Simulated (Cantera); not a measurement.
Input: 1 mol CO2, 1.5 mol H2, 36 mol N2, held at 500000 Pa.

These are equilibrium values from Cantera (NASA tables, ideal gas, pure condensed phases), not measurements of a reactor. Candidate condensed phases: C, C6H6, C7H8, C8H18, H2O; 169 gas species. Ions and electrons are included (thermal ionisation). The numbers say what is thermodynamically allowed, not how fast it happens. All values below are at 3227 °C.

Base state: N2 0.905, H 0.0317, CO 0.0242, H2 0.0144, O 0.00659, NO 0.00561, OH 0.00514, H2O 0.00506 (mole fractions); condensed: gas only.

Task: What changes in the equilibrium state with this change: CO2 replaced by SF6?

Result: 
```csv
species,before,after
N2,0.905,0.839
F,0,0.0697
HF,0,0.0689
CO,0.0242,0
S,0,0.0178
H2,0.0144,1.24e-5
H,0.0317,0.000929
O,0.00659,0
NO,0.00561,0
OH,0.00514,0
```
Further candidate phases: S.

Task: What changes in the equilibrium state with this change: CO2 replaced by H2S?

Result: 
```json
[
 {"species": "N2", "before": "0.905", "after": "0.892"},
 {"species": "H", "before": "0.0317", "after": "0.0495"},
 {"species": "H2", "before": "0.0144", "after": "0.0351"},
 {"species": "CO", "before": "0.0242", "after": "0"},
 {"species": "S", "before": "0", "after": "0.0170"},
 {"species": "O", "before": "0.00659", "after": "0"},
 {"species": "NO", "before": "0.00561", "after": "0"}
]
```
Further candidate phases: S.
